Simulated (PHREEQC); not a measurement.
Consider water at 25 °C with 0.027 mol/kgw Pb(NO3)2 and 0.0027 mol/kgw NaCl. Closed to the air; pH follows from the charge balance.

Computed with PHREEQC (ion-association model, phreeqc.dat).

Q: The ionic strength comes out as 0.0707 mol/kgw. What activity coefficients do H+, NO3-, PbOH+, PbCl+, Pb+2 get?

A: H+ 0.84, NO3- 0.78, PbOH+ 0.80, PbCl+ 0.80, Pb+2 0.41.

This is a speciation only: nothing precipitates in the calculation.
